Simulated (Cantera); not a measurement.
What does this Cantera script print?

```python
import numpy as np
import cantera as ct

surf = ct.Interface("ptcombust.yaml", "Pt_surf")
gas = surf.adjacent["gas"]
gas.TPX = 300, 7400, {'CH4': 0.045, 'O2': 0.2, 'N2': 0.79}
jet = ct.ImpingingJet(gas=gas, width=0.035, surface=surf)
jet.inlet.mdot, jet.inlet.T, jet.inlet.X = 0.042, 300, {'CH4': 0.045, 'O2': 0.2, 'N2': 0.79}
jet.set_refine_criteria(ratio=10, slope=0.2, curve=0.3)
show, cover = ['CH4', 'O2', 'H2O', 'OH', 'CO', 'CO2'], ["PT(S)", "H(S)", "O(S)", "OH(S)", "CO(S)", "C(S)"]

rows = []
print(f"{'Ts/K':>7s}" + "".join(f"{s:>11s}" for s in show + cover) + "   (gas at the wall, coverages)")
for i, Ts in enumerate([950, 1000, 1050, 1100, 1150, 1200, 1250, 1300]):
    jet.surface.T = Ts
    if i == 0:
        surf.TP = Ts, 7400
        surf.coverages = "PT(S):0.5, O(S):0.5"
        surf.advance_coverages(1.0)
        jet.set_initial_guess(products="inlet")
    jet.solve(loglevel=0, auto=(i == 0))
    rows.append([*(jet.X[gas.species_index(s), -1] for s in show), *surf[cover].coverages])
    print(f"{Ts:7g}" + "".join(f"{x:11.3e}" for x in rows[-1]))
```

It prints:

```
   Ts/K        CH4         O2        H2O         OH         CO        CO2      PT(S)       H(S)       O(S)      OH(S)      CO(S)       C(S)   (gas at the wall, coverages)
    950  2.560e-02  1.549e-01  3.344e-02  1.102e-07  1.309e-05  2.196e-02  2.573e-01  1.639e-07  7.415e-01  1.182e-03  8.768e-06  4.197e-08
   1000  1.993e-02  1.428e-01  4.389e-02  3.153e-07  1.383e-05  2.891e-02  3.278e-01  3.680e-07  6.710e-01  1.209e-03  6.605e-06  4.129e-08
   1050  1.554e-02  1.335e-01  5.189e-02  7.819e-07  1.439e-05  3.425e-02  3.985e-01  7.173e-07  6.003e-01  1.160e-03  4.825e-06  3.841e-08
   1100  1.236e-02  1.268e-01  5.763e-02  1.736e-06  1.509e-05  3.810e-02  4.672e-01  1.263e-06  5.317e-01  1.069e-03  3.531e-06  3.501e-08
   1150  1.007e-02  1.221e-01  6.167e-02  3.525e-06  1.609e-05  4.081e-02  5.328e-01  2.067e-06  4.663e-01  9.610e-04  2.635e-06  3.193e-08
   1200  8.417e-03  1.188e-01  6.449e-02  6.649e-06  1.754e-05  4.265e-02  5.943e-01  3.199e-06  4.049e-01  8.498e-04  2.022e-06  2.943e-08
   1250  7.201e-03  1.166e-01  6.641e-02  1.178e-05  1.958e-05  4.389e-02  6.510e-01  4.736e-06  3.483e-01  7.428e-04  1.597e-06  2.749e-08
   1300  6.314e-03  1.152e-01  6.762e-02  1.975e-05  2.274e-05  4.450e-02  7.024e-01  6.761e-06  2.969e-01  6.436e-04  1.312e-06  2.617e-08
```

Computed with Cantera and Deutschmann's 1995 Pt surface mechanism with GRI-Mech 3.0 gas chemistry. Catalytic surfaces can have several steady states; this one follows from the mechanism file's or the stated starting coverage.
